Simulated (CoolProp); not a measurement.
Vapour-liquid equilibrium of C2F6 (R116) (1) + propane (2) at -26.55 °C; x and y are mole fractions of (1).

Values from CoolProp's multi-fluid Helmholtz-energy mixture model, Lemmon 2006 and Lemmon 2009; pair parameters Bell 2016.

```
x     bubble pressure (bar)  y at the bubble point  dew pressure at overall composition x (bar)  liquid density (mol/L)
----  ---------------------  ---------------------  -------------------------------------------  ----------------------
0.05                  3.704                  0.480                                        2.021                   12.55
0.15                  5.727                  0.669                                        2.263                   12.15
0.25                  6.607                  0.720                                        2.568                   11.75
0.35                  7.018                  0.742                                        2.965                   11.38
0.45                  7.279                  0.758                                        3.503                   11.02
0.55                  7.520                  0.776                                        4.271                   10.70
0.65                  7.781                  0.800                                        5.437                   10.41
0.75                  8.054                  0.836                                        7.154                   10.15
0.85                  8.306                  0.886                                        8.139                   9.942
0.95                  8.488                  0.956                                        8.479                   9.771
```

No azeotrope shows between x = 0.05 and 0.95.

Pair parameters are fitted to limited data, so mixtures are less certain than the pure fluids. With so large a gap from Raoult's law the liquid may split in two, which this calculation doesn't test in full.
